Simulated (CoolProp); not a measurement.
Vapour-liquid equilibrium of dimethyl carbonate (1) + n-heptane (2) at 9.23 bar; x and y are mole fractions of (1).

Model: multi-fluid Helmholtz-energy mixture model, Zhou 2011 and Span 2003; pair parameters Bell 2016, in CoolProp.

Question: Give the bubble temperature and the first vapour's composition at x = 0.35, 0.45, 0.85. Is there an azeotrope?

Answer: x = 0.35: 176.0 °C, y = 0.473; x = 0.45: 174.0 °C, y = 0.541; x = 0.85: 174.0 °C, y = 0.796. y crosses x between x = 0.65 and 0.75: the model has an azeotrope there.

The pair parameters rest on a limited set of measurements; away from them the model extrapolates.
